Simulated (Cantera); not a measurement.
What does this Cantera script print?

```python
import numpy as np
import cantera as ct

gas_names = """
    C CH CH2 CH3 CH2OH CH3O CH4 CH3OH CO CO2 COOH C2 C2H CHCO,ketyl C2H2,acetylene C2H2,vinylidene
    CH2CO,ketene C2H3,vinyl CH3CO,acetyl C2H4 C2H4O,ethylen CH3CHO,ethanal CH3COOH (HCOOH)2 C2H5 C2H6
    CH3OCH3 C2H5OH C2O C3 C3H3,propargyl C3H4,allene C3H4,propyne C3H4,cyclo- C3H5,allyl C3H6,propylene
    C3H6,cyclo- C3H6O C3H7,n-propyl C3H7,i-propyl C3H8 C3H8O,1propanol C3H8O,2propanol C3O2 C4 C4H2
    C4H4,1,3-cyclo- C4H6,butadiene C4H6,2-butyne C4H6,cyclo- C4H8,1-butene C4H8,cis2-buten
    C4H8,tr2-butene C4H8,isobutene C4H8,cyclo- (CH3COOH)2 C4H9,n-butyl C4H9,i-butyl C4H9,s-butyl
    C4H9,t-butyl C4H10,isobutane C4H10,n-butane C5 C5H6,1,3cyclo- C5H8,cyclo- C5H10,1-pentene
    C5H10,cyclo- C5H11,pentyl C5H11,t-pentyl C5H12,n-pentane C5H12,i-pentane CH3C(CH3)2CH3 C6H2
    C6H5,phenyl C6H5O,phenoxy C6H6 C6H5OH,phenol C6H10,cyclo- C6H12,1-hexene C6H12,cyclo- C6H13,n-hexyl
    C7H7,benzyl C7H8 C7H8O,cresol C7H14,1-heptene C7H15,n-heptyl C7H16,n-heptane C8H8,styrene
    C8H10,ethylbenz C8H16,1-octene C8H17,n-octyl C8H18,isooctane C8H18,n-octane C9H19,n-nonyl
    C10H8,naphthale C10H21,n-decyl C12H9,o-bipheny C12H10,bipheny H HCO HO2 H2 HCHO,formaldehy HCOOH H2O
    H2O2 O OH O2 O3 Si SiC SiC2 SiC4H12 SiH SiH2 SiH3 SiH4 SiO SiO2 Si2 Si2C Si3
""".split()
cond_names = """
    C(gr) C6H6(L) C7H8(L) C8H18(L),n-octa H2O(s) H2O(L) Si(cr) Si(L) SiC(b) SiO2(Lqz) SiO2(hqz) SiO2(L)
""".split()


def load(file, names, dense=False):
    # The tables refer to 1 bar. Condensed volumes are neglected.
    table = {s.name: s for s in ct.Species.list_from_file(file)}
    out = []
    for n in names:
        d = dict(table[n].input_data)
        d["thermo"] = dict(d["thermo"], **{"reference-pressure": 1e5})
        if dense:
            d["equation-of-state"] = {"model": "constant-volume", "density": "1e6 g/cm^3"}
        out.append(ct.Species.from_dict(d))
    return out


gas = ct.Solution(thermo="ideal-gas", species=load("nasa_gas.yaml", gas_names))
cond = {s.name: ct.Solution(thermo="fixed-stoichiometry", species=[s], name=s.name)
        for s in load("nasa_condensed.yaml", cond_names, dense=True)}
atoms = {
    'SiC': {'Si': 1, 'C': 1},
    'CO2': {'C': 1, 'O': 2},
    'H2': {'H': 2},
}
top_T = {'C(gr)': 4500, 'SiC(b)': 3050}  # K; cautious upper limits of use, not melting points


def equilibrate(T, P, feed):
    n = {}
    for name, mol in feed.items():
        for a, k in atoms[name].items():
            n[a] = n.get(a, 0.0) + k * mol
    gas.TPX = T, P, n
    mass = sum(n.values()) * gas.mean_molecular_weight
    gas.equilibrate("TP")
    valid = [c for c in cond.values() if c.min_temp <= T <= top_T.get(c.name, c.max_temp)]
    mix = ct.Mixture([(gas, mass / gas.mean_molecular_weight)] + [(c, 0.0) for c in valid])
    mix.T, mix.P = T, P
    mix.equilibrate("TP", solver="vcs", rtol=1e-11, max_steps=5000)
    return mix


results = []
feed = {'SiC': 1, 'CO2': 0.057, 'H2': 22}  # mol
P = 0.54  # Pa
for T in [1173, 1273, 1373, 1473, 1573, 1673, 1773, 1873, 1973, 2073]:
    mix = equilibrate(T, P, feed)
    results.append((T, P, feed, dict(zip(mix.species_names, mix.species_moles))))
    x = sorted(zip(gas.X, gas.species_names), reverse=True)
    print(f"T = {T:g} K  P = {P:g} Pa  gas = {mix.phase_moles(0):.4g} mol")
    print("   x: " + "  ".join(f"{s} {v:.3e}" for v, s in x if v > 0.0001))
    print("   condensed (mol): " + ("  ".join(f"{mix.phase(i).name} {mix.phase_moles(i):.4g}"
          for i in range(1, mix.n_phases) if mix.phase_moles(i) > 1e-12) or "none"))
```

Output:

```
T = 1173 K  P = 0.54 Pa  gas = 22.11 mol
   x: H2 9.948e-01  CO 3.866e-03  SiO 1.289e-03
   condensed (mol): SiC(b) 0.9715
T = 1273 K  P = 0.54 Pa  gas = 22.12 mol
   x: H2 9.945e-01  CO 3.866e-03  SiO 1.288e-03  H 3.060e-04
   condensed (mol): SiC(b) 0.9715
T = 1373 K  P = 0.54 Pa  gas = 22.13 mol
   x: H2 9.934e-01  CO 3.866e-03  H 1.428e-03  SiO 1.285e-03
   condensed (mol): SiC(b) 0.9714
T = 1473 K  P = 0.54 Pa  gas = 22.18 mol
   x: H2 9.894e-01  H 5.415e-03  CO 3.901e-03  SiO 1.240e-03
   condensed (mol): SiC(b) 0.9705
T = 1573 K  P = 0.54 Pa  gas = 22.33 mol
   x: H2 9.767e-01  H 1.729e-02  CO 4.258e-03  Si 8.491e-04  SiO 8.485e-04
   condensed (mol): SiC(b) 0.9619
T = 1673 K  P = 0.54 Pa  gas = 22.71 mol
   x: H2 9.450e-01  H 4.764e-02  CO 4.927e-03  Si 2.326e-03
   condensed (mol): SiC(b) 0.9442
T = 1773 K  P = 0.54 Pa  gas = 23.67 mol
   x: H2 8.721e-01  H 1.143e-01  Si 8.381e-03  CO 4.792e-03  C2H2,acetylene 1.221e-04  SiC2 1.041e-04
   condensed (mol): C(gr) 0.1367  SiC(b) 0.7943
T = 1873 K  P = 0.54 Pa  gas = 26.19 mol
   x: H2 7.217e-01  H 2.359e-01  Si 3.652e-02  CO 4.333e-03  SiC2 8.010e-04  Si2C 3.789e-04  C2H2,acetylene 2.252e-04
   condensed (mol): C(gr) 0.8798
T = 1973 K  P = 0.54 Pa  gas = 29.35 mol
   x: H2 5.365e-01  H 4.253e-01  Si 3.265e-02  CO 3.880e-03  SiC2 1.190e-03  C2H2,acetylene 3.437e-04
   condensed (mol): C(gr) 0.8498
T = 2073 K  P = 0.54 Pa  gas = 34.08 mol
   x: H 6.435e-01  H2 3.233e-01  Si 2.768e-02  CO 3.344e-03  SiC2 1.590e-03  C2H2,acetylene 3.962e-04
   condensed (mol): C(gr) 0.8015
```

Equilibrium computed with Cantera from the NASA thermochemical tables; the gas is ideal and each condensed phase is pure.
